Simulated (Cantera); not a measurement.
What does this Cantera script print?

```python
import numpy as np
import cantera as ct

gas = ct.Solution("gri30.yaml")


def delay(T, t_max=10):
    gas.TPX = T, 100000, {'CH4': 1, 'O2': 1.82, 'N2': 6.84}
    reactor = ct.IdealGasConstPressureReactor(gas, clone=False)
    net = ct.ReactorNet([reactor])
    net.rtol, net.atol = 1e-8, 1e-16
    while net.time < t_max:
        t_old, T_old = net.time, reactor.T
        net.step()
        if reactor.T > T + 400:  # ignition: a rise of 400 K
            return t_old + (T + 400 - T_old) / (reactor.T - T_old) * (net.time - t_old)
    return np.nan


taus = []
for T in [1223, 1273, 1323, 1373, 1423, 1473, 1523]:
    taus.append(delay(T))
    print(f"T0 = {T:6g} K   tau = {taus[-1]:.4e} s")
```

Output:

```
T0 =   1223 K   tau = 3.4898e-02 s
T0 =   1273 K   tau = 1.7636e-02 s
T0 =   1323 K   tau = 9.2176e-03 s
T0 =   1373 K   tau = 4.9787e-03 s
T0 =   1423 K   tau = 2.7818e-03 s
T0 =   1473 K   tau = 1.6113e-03 s
T0 =   1523 K   tau = 9.6977e-04 s
```

Detailed kinetics in Cantera: GRI-Mech 3.0 (53 species, 325 reactions).
